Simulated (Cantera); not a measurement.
# Premixed flame

A freely propagating, adiabatic, planar premixed flame of CH₃OH : O₂ : N₂ = 1 : 1.15 : 4.34 (molar parts), unburnt at 523 K and 4.00 bar; multicomponent transport, grid criteria slope 0.08 and curve 0.16, no radiation.

Cantera simulation using GRI-Mech 3.0 (53 species, 325 reactions); the numbers are that mechanism's predictions, not measurements. GRI-Mech 3.0 was tuned for natural gas; its chemistry of methanol as a main component is partial and can be far from experiment. Burning velocities carry a grid error of a few per cent, more on coarse grids.

```json
[
 {"z (mm)": "-0.226", "T (K)": "523", "u (m/s)": "0.938", "x CH₃OH": "0.154", "x O₂": "0.177", "x C₂H₄": "<1e-8", "x CH₂": "<1e-8", "x H₂": "0.00316", "x H": "<1e-8"},
 {"z (mm)": "-0.150", "T (K)": "526", "u (m/s)": "0.949", "x CH₃OH": "0.153", "x O₂": "0.175", "x C₂H₄": "<1e-8", "x CH₂": "<1e-8", "x H₂": "0.00864", "x H": "<1e-8"},
 {"z (mm)": "-0.113", "T (K)": "538", "u (m/s)": "0.977", "x CH₃OH": "0.151", "x O₂": "0.173", "x C₂H₄": "<1e-8", "x CH₂": "<1e-8", "x H₂": "0.0148", "x H": "<1e-8"},
 {"z (mm)": "-0.0752", "T (K)": "613", "u (m/s)": "1.13", "x CH₃OH": "0.145", "x O₂": "0.165", "x C₂H₄": "8.90e-8", "x CH₂": "<1e-8", "x H₂": "0.0259", "x H": "<1e-8"},
 {"z (mm)": "-0.0376", "T (K)": "971", "u (m/s)": "1.87", "x CH₃OH": "0.109", "x O₂": "0.131", "x C₂H₄": "7.76e-7", "x CH₂": "<1e-8", "x H₂": "0.0427", "x H": "6.40e-7"},
 {"z (mm)": "-0.0188", "T (K)": "1337", "u (m/s)": "2.66", "x CH₃OH": "0.0614", "x O₂": "0.0937", "x C₂H₄": "1.82e-6", "x CH₂": "1.14e-7", "x H₂": "0.0518", "x H": "6.45e-5"},
 {"z (mm)": "0", "T (K)": "1728", "u (m/s)": "3.57", "x CH₃OH": "0.00914", "x O₂": "0.0526", "x C₂H₄": "3.24e-6", "x CH₂": "1.06e-5", "x H₂": "0.0556", "x H": "0.00186"},
 {"z (mm)": "0.0188", "T (K)": "1892", "u (m/s)": "3.93", "x CH₃OH": "0.000106", "x O₂": "0.0273", "x C₂H₄": "9.46e-7", "x CH₂": "4.96e-6", "x H₂": "0.0450", "x H": "0.00696"},
 {"z (mm)": "0.0376", "T (K)": "1962", "u (m/s)": "4.06", "x CH₃OH": "4.98e-7", "x O₂": "0.0139", "x C₂H₄": "5.57e-8", "x CH₂": "7.23e-7", "x H₂": "0.0379", "x H": "0.00969"},
 {"z (mm)": "0.0752", "T (K)": "2042", "u (m/s)": "4.19", "x CH₃OH": "<1e-8", "x O₂": "0.00532", "x C₂H₄": "<1e-8", "x CH₂": "1.97e-8", "x H₂": "0.0359", "x H": "0.00976"},
 {"z (mm)": "0.150", "T (K)": "2117", "u (m/s)": "4.32", "x CH₃OH": "<1e-8", "x O₂": "0.00233", "x C₂H₄": "<1e-8", "x CH₂": "<1e-8", "x H₂": "0.0367", "x H": "0.00730"},
 {"z (mm)": "0.301", "T (K)": "2176", "u (m/s)": "4.43", "x CH₃OH": "<1e-8", "x O₂": "0.00103", "x C₂H₄": "<1e-8", "x CH₂": "<1e-8", "x H₂": "0.0364", "x H": "0.00457"},
 {"z (mm)": "0.602", "T (K)": "2214", "u (m/s)": "4.49", "x CH₃OH": "<1e-8", "x O₂": "0.000370", "x C₂H₄": "<1e-8", "x CH₂": "<1e-8", "x H₂": "0.0360", "x H": "0.00259"}
]
```
x: mole fraction of selected species; z is measured from the peak of heat release.

```
Property                     Result
------------------------  ---------
laminar burning velocity  93.4 cm/s
thermal thickness         0.0752 mm
peak x(C₂H₄)                3.24e-6
peak x(CH₂)                 1.27e-5
peak x(H₂)                   0.0561
peak x(H)                    0.0102
```
